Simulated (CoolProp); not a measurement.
Vapour-liquid equilibrium of CH2F2 (R32) (1) + n-butane (2) at 293.4 K; x and y are mole fractions of (1).

Computed with CoolProp (multi-fluid Helmholtz-energy mixture model, Tillner-Roth 1997 and Bücker 2006; pair parameters Bell 2016).

```
x     bubble pressure, mixture model (MPa)  bubble pressure, Raoult's law (MPa)  y, mixture model  y, Raoult's law
----  ------------------------------------  -----------------------------------  ----------------  ---------------
0.05                                0.4821                               0.2731             0.553            0.272
0.2                                  1.005                               0.4644             0.782            0.639
0.35                                 1.227                               0.6557             0.825            0.793
0.5                                  1.315                               0.8471             0.842            0.876
0.65                                 1.371                                1.038             0.856            0.929
0.8                                  1.433                                1.230             0.884            0.966
0.95                                 1.485                                1.421             0.954            0.993
```

The largest gap from Raoult's law is +116.4 % in bubble pressure, at x = 0.2. No azeotrope shows between x = 0.05 and 0.95.

The pair parameters rest on a limited set of measurements; away from them the model extrapolates. With so large a gap from Raoult's law the liquid may split in two, which this calculation doesn't test in full.
